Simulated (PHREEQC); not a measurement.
A PHREEQC speciation (ion-association model, wateq4f.dat) at 92 °C gives pH 3.95 and these molalities:

```tsv
species	mol/kgw
MnSO4	0.0880
SO4-2	0.0530
Mn+2	0.0520
AlSO4+	0.00260
Al(SO4)2-	0.00135
HSO4-	0.00117
Al(OH)2+	0.000466
AlOH+2	0.000347
Al+3	0.000226
H+	0.000145
Al(OH)3	9.46e-6
Al(OH)4-	1.57e-6
MnOH+	4.02e-7
```

**Question.** What are the element totals, and what could have been dissolved in 1 kg of water to give them?

**Answer.** One answer among several that fit: totals Al 0.00500, Mn(2) 0.140, S(6) 0.147 mol/kgw, from 140 mmol/kgw MnSO4 and 2.5 mmol/kgw Al2(SO4)3.

This is a speciation only: nothing precipitates in the calculation. Examples of supersaturated solids here: Boehmite (slow to form), Gibbsite (slow to form). Others may be too. Complexes and solids missing from the database can't appear. At this temperature some constants are extrapolated from 25 °C, and those without enthalpy data are left unchanged.
